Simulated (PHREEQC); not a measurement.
A solution holds 0.052 mol HF, 0.0039 mol NH4F, 0.00024 mol H4SiO4 and 0.11 mol HCl per kg of water, at 25 °C. Closed to the air; pH follows from the charge balance.

The numbers come from PHREEQC with the ion-association model, wateq4f.dat.

Each row changes one thing in this solution. This is a speciation only: nothing precipitates in the calculation.

```tsv
case	pH	ionic strength (mol/kgw)	HF (mol/kgw)	H2F2 (mol/kgw)	F- (mol/kgw)	HF2- (mol/kgw)	SI of Quartz (SiO2)
as made	1.06	0.111	0.0437	0.00510	0.000451	7.75e-5	-5.23
NH4F from 0.0039 to 0.0078 mol/kgw	1.07	0.111	0.0462	0.00572	0.000495	(withheld)	-5.41
H4SiO4 from 0.00024 to 0.0012 mol/kgw	1.05	0.114	0.0397	0.00422	0.000405	6.34e-5	-4.27
HF left out	1.06	0.110	0.00362	3.51e-5	(withheld)	5.37e-7	+0.32
diluted 2-fold with water	1.34	0.0558	0.0237	0.00149	0.000437	(withheld)	-4.38
HCl from 0.11 to 0.121 mol/kgw	1.02	0.122	0.0437	0.00511	0.000416	7.17e-5	-5.17
NH4F left out	1.04	0.111	0.0410	0.00450	0.000409	6.60e-5	-5.03
```

### Question
Fill in the missing entries.

### Answer

- NH4F from 0.0039 to 0.0078 mol/kgw, HF2- (mol/kgw): 9.02e-5
- HF left out, F- (mol/kgw): 3.77e-5
- diluted 2-fold with water, HF2- (mol/kgw): 4.03e-5

Some of these states are supersaturated (in Quartz (slow to form), for instance). wateq4f.dat counts part of the HF as a dimer, H2F2, which phreeqc.dat doesn't know; its constant is uncertain. SiF6-2 is the database's only silicon fluoride.
